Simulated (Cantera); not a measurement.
Input (Python, Cantera) and output of one run.

```python
import numpy as np
import cantera as ct

gas_names = """
    H HO2 H2 H2O H2O2 O OH O2 O3 Ta TaO TaO2
""".split()
cond_names = """
    H2O(s) H2O(L) Ta(cr) Ta(L) Ta2O5(s) Ta2O5(L)
""".split()


# ... load() reads the species with a 1 bar reference pressure and builds the phases ...
atoms = {
    'Ta2O5': {'Ta': 2, 'O': 5},
    'H2': {'H': 2},
}
top_T = {}  # K; cautious upper limits of use, not melting points


# ... equilibrate(T, P, feed) seeds the gas with the atoms and calls Mixture.equilibrate('TP', solver="vcs", rtol=1e-11, max_steps=5000) ...
results = []
feed = {'Ta2O5': 1, 'H2': 5.1}  # mol
P = 101325  # Pa
for T in [1975, 2000, 2025, 2050, 2075, 2100, 2125]:
    mix = equilibrate(T, P, feed)
    results.append((T, P, feed, dict(zip(mix.species_names, mix.species_moles))))
    x = sorted(zip(gas.X, gas.species_names), reverse=True)
    print(f"T = {T:g} K  P = {P:g} Pa  gas = {mix.phase_moles(0):.4g} mol")
    print("   x: " + "  ".join(f"{s} {v:.3e}" for v, s in x if v > 0.0001))
    print("   condensed (mol): " + ("  ".join(f"{mix.phase(i).name} {mix.phase_moles(i):.4g}"
          for i in range(1, mix.n_phases) if mix.phase_moles(i) > 1e-12) or "none"))
```

Result:

```
T = 1975 K  P = 101325 Pa  gas = 5.103 mol
   x: H2 9.970e-01  H2O 1.634e-03  H 1.357e-03
   condensed (mol): Ta(cr) 0.003335  Ta2O5(s) 0.9983
T = 2000 K  P = 101325 Pa  gas = 5.104 mol
   x: H2 9.966e-01  H2O 1.825e-03  H 1.613e-03
   condensed (mol): Ta(cr) 0.003724  Ta2O5(s) 0.9981
T = 2025 K  P = 101325 Pa  gas = 5.105 mol
   x: H2 9.961e-01  H2O 2.031e-03  H 1.908e-03
   condensed (mol): Ta(cr) 0.004146  Ta2O5(s) 0.9979
T = 2050 K  P = 101325 Pa  gas = 5.106 mol
   x: H2 9.955e-01  H2O 2.255e-03  H 2.249e-03
   condensed (mol): Ta(cr) 0.004602  Ta2O5(s) 0.9977
T = 2075 K  P = 101325 Pa  gas = 5.107 mol
   x: H2 9.949e-01  H 2.639e-03  H2O 2.467e-03
   condensed (mol): Ta(cr) 0.005036  Ta2O5(L) 0.9975
T = 2100 K  P = 101325 Pa  gas = 5.108 mol
   x: H2 9.942e-01  H 3.086e-03  H2O 2.679e-03
   condensed (mol): Ta(cr) 0.005467  Ta2O5(L) 0.9973
T = 2125 K  P = 101325 Pa  gas = 5.109 mol
   x: H2 9.935e-01  H 3.596e-03  H2O 2.902e-03
   condensed (mol): Ta(cr) 0.005921  Ta2O5(L) 0.997
```

Method: chemical equilibrium by Gibbs-energy minimisation in Cantera with the NASA 1993 tables (ideal gas, pure condensed phases). Mutual solubility and eutectic melting of coexisting phases are not modelled. Condensed phases not in the tables: N, O or C dissolved in the metal.
